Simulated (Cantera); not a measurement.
Input (Python, Cantera) and output of one run.

```python
import numpy as np
import cantera as ct

gas_names = """
    CL CL2 H HCL H2 N NH NH2 NH3 N2 N2H2 N2H4 Si SiCL SiCL2 SiCL3 SiCL4 SiH SiHCL3 SiH2 SiH2CL2 SiH3
    SiH3CL SiH4 SiN Si2 Si2N Si3
""".split()
cond_names = """
    NH4CL(a) NH4CL(b) Si(cr) Si(L) Si3N4(a)
""".split()


def load(file, names, dense=False):
    # The tables refer to 1 bar. Condensed volumes are neglected.
    table = {s.name: s for s in ct.Species.list_from_file(file)}
    out = []
    for n in names:
        d = dict(table[n].input_data)
        d["thermo"] = dict(d["thermo"], **{"reference-pressure": 1e5})
        if dense:
            d["equation-of-state"] = {"model": "constant-volume", "density": "1e6 g/cm^3"}
        out.append(ct.Species.from_dict(d))
    return out


gas = ct.Solution(thermo="ideal-gas", species=load("nasa_gas.yaml", gas_names))
cond = {s.name: ct.Solution(thermo="fixed-stoichiometry", species=[s], name=s.name)
        for s in load("nasa_condensed.yaml", cond_names, dense=True)}
atoms = {
    'Si2Cl6': {'Si': 2, 'CL': 6},
    'N2': {'N': 2},
    'NH3': {'N': 1, 'H': 3},
}
top_T = {'Si3N4(a)': 2400}  # K; cautious upper limits of use, not melting points


def equilibrate(T, P, feed):
    n = {}
    for name, mol in feed.items():
        for a, k in atoms[name].items():
            n[a] = n.get(a, 0.0) + k * mol
    gas.TPX = T, P, n
    mass = sum(n.values()) * gas.mean_molecular_weight
    gas.equilibrate("TP")
    valid = [c for c in cond.values() if c.min_temp <= T <= top_T.get(c.name, c.max_temp)]
    mix = ct.Mixture([(gas, mass / gas.mean_molecular_weight)] + [(c, 0.0) for c in valid])
    mix.T, mix.P = T, P
    mix.equilibrate("TP", solver="vcs", rtol=1e-11, max_steps=5000)
    return mix


results = []
feed = {'Si2Cl6': 1, 'N2': 42, 'NH3': 0.26}  # mol
T = 1150  # K
P = 3200  # Pa
mix = equilibrate(T, P, feed)
results.append((T, P, feed, dict(zip(mix.species_names, mix.species_moles))))
x = sorted(zip(gas.X, gas.species_names), reverse=True)
print(f"T = {T:g} K  P = {P:g} Pa  gas = {mix.phase_moles(0):.4g} mol")
print("   x: " + "  ".join(f"{s} {v:.3e}" for v, s in x if v > 0.001))
print("   condensed (mol): " + ("  ".join(f"{mix.phase(i).name} {mix.phase_moles(i):.4g}"
      for i in range(1, mix.n_phases) if mix.phase_moles(i) > 1e-12) or "none"))
```

It prints:

```
T = 1150 K  P = 3200 Pa  gas = 43.76 mol
   x: N2 9.524e-01  SiCL4 2.972e-02  HCL 1.700e-02
   condensed (mol): Si3N4(a) 0.2269
```

Equilibrium computed with Cantera from the NASA thermochemical tables; the gas is ideal and each condensed phase is pure. The feed counts by its element totals alone. The tables' values for SiCl3 are old estimates; treat these amounts as uncertain.
